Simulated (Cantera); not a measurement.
What does this Cantera script print?

```python
import numpy as np
import cantera as ct

gas_names = """
    C CN CO CO2 C2 CCN CNC C2N2 C2O C3 C3O2 C4 C4N2 C5 N NCO NO NO2 NO3 N2 N2O O O2 O3 Pb PbO Pb2
""".split()
cond_names = """
    C(gr) Pb(cr) Pb(L) PbO(rd) PbO(yw) PbO(L) PbO2(s) Pb3O4(s)
""".split()


# ... load() reads the species with a 1 bar reference pressure and builds the phases ...
atoms = {
    'Pb': {'Pb': 1},
    'CO2': {'C': 1, 'O': 2},
    'N2': {'N': 2},
}
top_T = {'C(gr)': 4500, 'Pb3O4(s)': 820}  # K; cautious upper limits of use, not melting points


# ... equilibrate(T, P, feed) seeds the gas with the atoms and calls Mixture.equilibrate('TP', solver="vcs", rtol=1e-11, max_steps=5000) ...
results = []
feed = {'Pb': 1, 'CO2': 0.17, 'N2': 1.4}  # mol
P = 14  # Pa
for T in [700, 800, 900, 1000, 1100, 1200, 1300, 1400, 1500, 1600, 1700]:
    mix = equilibrate(T, P, feed)
    results.append((T, P, feed, dict(zip(mix.species_names, mix.species_moles))))
    x = sorted(zip(gas.X, gas.species_names), reverse=True)
    print(f"T = {T:g} K  P = {P:g} Pa  gas = {mix.phase_moles(0):.4g} mol")
    print("   x: " + "  ".join(f"{s} {v:.3e}" for v, s in x if v > 0.0001))
    print("   condensed (mol): " + ("  ".join(f"{mix.phase(i).name} {mix.phase_moles(i):.4g}"
          for i in range(1, mix.n_phases) if mix.phase_moles(i) > 1e-12) or "none"))
```

Output:

```
T = 700 K  P = 14 Pa  gas = 1.57 mol
   x: N2 8.917e-01  CO2 1.083e-01
   condensed (mol): Pb(L) 1  PbO(rd) 6.547e-07
T = 800 K  P = 14 Pa  gas = 1.571 mol
   x: N2 8.913e-01  CO2 1.082e-01  Pb 4.388e-04
   condensed (mol): Pb(L) 0.9993  PbO(yw) 1.757e-06
T = 900 K  P = 14 Pa  gas = 1.586 mol
   x: N2 8.830e-01  CO2 1.072e-01  Pb 9.776e-03
   condensed (mol): Pb(L) 0.9845
T = 1000 K  P = 14 Pa  gas = 1.776 mol
   x: N2 7.884e-01  Pb 1.157e-01  CO2 9.559e-02  CO 1.461e-04  PbO 1.461e-04
   condensed (mol): Pb(L) 0.7943
T = 1100 K  P = 14 Pa  gas = 2.57 mol
   x: N2 5.447e-01  Pb 3.886e-01  CO2 6.563e-02  CO 5.221e-04  PbO 5.221e-04
   condensed (mol): none
T = 1200 K  P = 14 Pa  gas = 2.57 mol
   x: N2 5.447e-01  Pb 3.880e-01  CO2 6.509e-02  CO 1.058e-03  PbO 1.058e-03
   condensed (mol): none
T = 1300 K  P = 14 Pa  gas = 2.57 mol
   x: N2 5.447e-01  Pb 3.872e-01  CO2 6.424e-02  CO 1.912e-03  PbO 1.911e-03
   condensed (mol): none
T = 1400 K  P = 14 Pa  gas = 2.57 mol
   x: N2 5.447e-01  Pb 3.860e-01  CO2 6.299e-02  CO 3.157e-03  PbO 3.149e-03
   condensed (mol): none
T = 1500 K  P = 14 Pa  gas = 2.57 mol
   x: N2 5.447e-01  Pb 3.843e-01  CO2 6.128e-02  CO 4.861e-03  PbO 4.794e-03
   condensed (mol): none
T = 1600 K  P = 14 Pa  gas = 2.571 mol
   x: N2 5.446e-01  Pb 3.823e-01  CO2 5.897e-02  CO 7.167e-03  PbO 6.717e-03  O2 1.921e-04
   condensed (mol): none
T = 1700 K  P = 14 Pa  gas = 2.573 mol
   x: N2 5.441e-01  Pb 3.803e-01  CO2 5.553e-02  CO 1.055e-02  PbO 8.402e-03  O2 9.338e-04  NO 1.607e-04  O 1.154e-04
   condensed (mol): none
```

Cantera equilibrium calculation (NASA polynomials, part measured and part estimated; ideal gas, pure solids and liquids).
